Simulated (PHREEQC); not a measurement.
A solution holds 0.0044 mol/kgw CuCl2 and 3.8e-05 mol/kgw HBF4, at 80 °C. Closed to the air; pH follows from the charge balance.

The numbers come from PHREEQC with the ion-association model, phreeqc.dat.

```
quantity                  before   after
------------------------  ------  ------
pH                          3.98    4.37
ionic strength (mol/kgw)  0.0122  0.0121
```

**Question.** Which change was made?
A) temperature from 80 to 10 °C
B) diluted 5-fold with water
C) HBF4 left out
D) CuCl2 from 0.0044 to 0.022 mol/kgw
E) CuCl2 left out

**Answer.** C, HBF4 left out

This is a speciation only: nothing precipitates in the calculation. Away from 25 °C the constants follow the database's enthalpies or fits; those with neither stay at their 25 °C values. Real BF4- forms and hydrolyses slowly; the run takes it at equilibrium.
